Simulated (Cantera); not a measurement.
Mixture: CH₄ : CO : O₂ : N₂ = 1 : 1.5 : 5.19 : 34.2 (molar parts), at 1.00 bar, adiabatic and at constant pressure. Ignition delay is the time to a rise of 400 K.

Cantera simulation using GRI-Mech 3.0 (53 species, 325 reactions); the numbers are that mechanism's predictions, not measurements.

**Question.** What does this change do: CO 1.5 to 1.1 parts?

**Answer.** 
| quantity | before | after |
|---|---|---|
| delay at 1200 K | 45.8 ms | 47.3 ms |
| delay at 1300 K | 10.9 ms | 11.3 ms |
| delay at 1400 K | 3.21 ms | 3.36 ms |
| delay at 1500 K | 1.22 ms | 1.28 ms |
| delay at 1600 K | 0.590 ms | 0.617 ms |
| delay at 1700 K | 0.354 ms | 0.374 ms |
| apparent activation energy between 1500 and 1700 K | 130 kJ/mol | 130 kJ/mol |

**Question.** What does this change do: constant volume in place of constant pressure?

**Answer.** 
```csv
quantity,before,after
delay at 1200 K,45.8 ms,44.8 ms
delay at 1300 K,10.9 ms,10.6 ms
delay at 1400 K,3.21 ms,3.09 ms
delay at 1500 K,1.22 ms,1.14 ms
delay at 1600 K,0.590 ms,0.516 ms
delay at 1700 K,0.354 ms,0.273 ms
apparent activation energy between 1500 and 1700 K,130 kJ/mol,150 kJ/mol
```
